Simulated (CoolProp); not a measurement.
Properties of isopentane along the isobar 1.73 bar.

Model: reference Helmholtz-energy equation of state, Lemmon 2006, in CoolProp. It is a short technical equation, of lower accuracy than the large ones.

| T (K) | phase | density (kg/m³) | cp (kJ/(kg K)) | isothermal compressibility (1/MPa) | expansivity (1/kK) | conductivity (mW/(m K)) |
|---|---|---|---|---|---|---|
| 380.3 | gas | 4.086 | 2.063 | 5.989 | 2.944 | 24.1 |
| 392.2 | gas | 3.948 | 2.113 | 5.967 | 2.821 | 25.7 |
| 404.2 | gas | 3.819 | 2.163 | 5.948 | 2.710 | 27.4 |
| 416.2 | gas | 3.699 | 2.213 | 5.931 | 2.609 | 29.2 |
| 428.2 | gas | 3.587 | 2.263 | 5.917 | 2.517 | 30.9 |
| 440.1 | gas | 3.483 | 2.312 | 5.904 | 2.433 | 32.7 |
| 452.1 | gas | 3.384 | 2.361 | 5.893 | 2.354 | 34.6 |
| 464.1 | gas | 3.292 | 2.409 | 5.883 | 2.282 | 36.4 |
| 476.1 | gas | 3.204 | 2.457 | 5.875 | 2.214 | 38.4 |
| 488 | gas | 3.122 | 2.504 | 5.867 | 2.151 | 40.3 |
| 500 | gas | 3.043 | 2.551 | 5.860 | 2.092 | 42.3 |

Thermal conductivity comes from a separate model (Vassiliou 2015).
